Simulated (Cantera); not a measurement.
Input (Python, Cantera):

```python
import numpy as np
import cantera as ct

gas = ct.Solution("gri30.yaml", transport_model="multicomponent")
show = ['O', 'H2O', 'CH3']

rows = []
print(f"{'T/K':>7s}{'rho':>11s}{'cp':>10s}{'mu':>11s}{'lambda':>11s}{'Pr':>7s}" + "".join(f"{'D_' + s:>11s}" for s in show))
for T in [400, 550, 700, 850, 1000, 1150, 1300, 1450, 1600]:
    gas.TPX = T, 520, {'C2H4': 0.83, 'CO2': 0.66}
    Pr = gas.cp_mass * gas.viscosity / gas.thermal_conductivity
    D = [gas.mix_diff_coeffs_mole[gas.species_index(s)] for s in show]
    rows.append([gas.density, gas.cp_mass, gas.viscosity, gas.thermal_conductivity, Pr, *D])
    print(f"{T:7g}{gas.density:11.4e}{gas.cp_mass:10.1f}{gas.viscosity:11.4e}"
          f"{gas.thermal_conductivity:11.4e}{Pr:7.3f}" + "".join(f"{d:11.4e}" for d in D))
print("SI units: kg/m3, J/kg/K, Pa s, W/m/K, m2/s")
```

Result:

```
    T/K        rho        cp         mu     lambda     Pr        D_O      D_H2O      D_CH3
    400 5.4914e-03    1355.6 1.6320e-05 2.9604e-02  0.747 8.2346e-03 5.5977e-03 5.7221e-03
    550 3.9937e-03    1640.0 2.1579e-05 4.7469e-02  0.746 1.4412e-02 1.0458e-02 1.0174e-02
    700 3.1379e-03    1864.6 2.6243e-05 6.5789e-02  0.744 2.1832e-02 1.6548e-02 1.5553e-02
    850 2.5842e-03    2029.5 3.0466e-05 8.3318e-02  0.742 3.0379e-02 2.3729e-02 2.1768e-02
   1000 2.1965e-03    2177.5 3.4351e-05 1.0101e-01  0.741 3.9971e-02 3.1895e-02 2.8752e-02
   1150 1.9100e-03    2290.0 3.7969e-05 1.1765e-01  0.739 5.0549e-02 4.0969e-02 3.6458e-02
   1300 1.6896e-03    2383.1 4.1373e-05 1.3365e-01  0.738 6.2061e-02 5.0891e-02 4.4846e-02
   1450 1.5149e-03    2459.8 4.4600e-05 1.4896e-01  0.736 7.4470e-02 6.1613e-02 5.3886e-02
   1600 1.3728e-03    2522.7 4.7681e-05 1.6357e-01  0.735 8.7740e-02 7.3097e-02 6.3553e-02
SI units: kg/m3, J/kg/K, Pa s, W/m/K, m2/s
```

Computed with Cantera and GRI-Mech 3.0 (53 species, 325 reactions). The composition is frozen, though it would react at the higher temperatures.
